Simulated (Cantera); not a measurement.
A perfectly stirred reactor is fed with H2 : O2 = 0.27 : 1 (molar parts), equivalence ratio 0.14, at 0.0133 bar; it is held at 1323 K, and followed from long to short residence time.

Detailed kinetics in Cantera: the H2/O2 subset of GRI-Mech 3.0, which has no nitrogen chemistry. Radical loss at walls, strong at low pressure, is not modelled. The temperature is held fixed by assumption; the heat of reaction is taken as removed at once.

Task: Predict: x(H2) at τ = 3.20 s; x(O2) at τ = 3.20 s; x(OH) at τ = 3.20 s; x(H2O) at τ = 3.20 s; x(HO2) at τ = 3.20 s; x(H2) at τ = 20.0 ms; x(O2) at τ = 20.0 ms; x(OH) at τ = 20.0 ms; x(H2O) at τ = 20.0 ms; x(HO2) at τ = 20.0 ms.

Result: x(H2) at τ = 3.20 s: 0.000364
x(O2) at τ = 3.20 s: 0.759
x(OH) at τ = 3.20 s: 0.00266
x(H2O) at τ = 3.20 s: 0.236
x(HO2) at τ = 3.20 s: 2.34e-6
x(H2) at τ = 20.0 ms: 0.00752
x(O2) at τ = 20.0 ms: 0.711
x(OH) at τ = 20.0 ms: 0.0120
x(H2O) at τ = 20.0 ms: 0.201
x(HO2) at τ = 20.0 ms: 7.20e-6
